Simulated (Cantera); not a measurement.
**Equilibrium for fluorocarbon and chlorocarbon gases: CH₂F₂**

Input: 1 mol CH₂F₂, at 1330 Pa.

Equilibrium computed with Cantera from the NASA thermochemical tables; the gas is ideal and each condensed phase is pure. Candidate condensed phases: C, C₆H₆, C₇H₈, C₈H₁₈; 95 gas species. Kinetics and transport are ignored.

From 1925 K to 3125 K the condensed part is C(graphite). The main C-bearing gas is CF₂ at 1925 K and C₃ at 3125 K.

| T (K) | log p HF | log p H | log p F | log p C₃ | log p CF | log p C | n C(graphite) |
|---|---|---|---|---|---|---|---|
| 1925 | -1.88 | -5.96 | -5.48 | -11.39 | -7.98 | -11.25 | 1.000 |
| 2025 | -1.88 | -5.51 | -5.13 | -10.29 | -7.41 | -10.29 | 1.000 |
| 2125 | -1.88 | -5.12 | -4.82 | -9.30 | -6.90 | -9.42 | 1.000 |
| 2225 | -1.88 | -4.76 | -4.52 | -8.40 | -6.43 | -8.63 | 1.000 |
| 2325 | -1.88 | -4.43 | -4.25 | -7.58 | -5.99 | -7.90 | 1.000 |
| 2425 | -1.88 | -4.14 | -4.00 | -6.83 | -5.59 | -7.24 | 0.999 |
| 2525 | -1.89 | -3.87 | -3.77 | -6.14 | -5.22 | -6.63 | 0.998 |
| 2625 | -1.89 | -3.63 | -3.56 | -5.50 | -4.88 | -6.07 | 0.995 |
| 2725 | -1.91 | -3.40 | -3.36 | -4.91 | -4.57 | -5.55 | 0.988 |
| 2825 | -1.93 | -3.20 | -3.18 | -4.37 | -4.28 | -5.06 | 0.966 |
| 2925 | -1.96 | -3.02 | -3.01 | -3.86 | -4.02 | -4.61 | 0.901 |
| 3025 | -2.01 | -2.86 | -2.87 | -3.39 | -3.79 | -4.19 | 0.713 |
| 3125 | -2.10 | -2.74 | -2.76 | -2.95 | -3.59 | -3.80 | 0.145 |
log p: log10 of the partial pressure in bar; n: condensed amount in mol.
